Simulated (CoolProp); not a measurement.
Model: reference Helmholtz-energy equation of state, Lemmon 2006, in CoolProp. It is a short technical equation, of lower accuracy than the large ones.

For R141b, give the phase and the Z, cp (kJ/(kg K)), cv (kJ/(kg K)), isothermal compressibility (1/MPa) at 291.9 K and 1.18 MPa.


- 291.9 K and 1.18 MPa: liquid; Z 0.0456, cp 1.14, cv 0.801, isothermal compressibility 0.00158
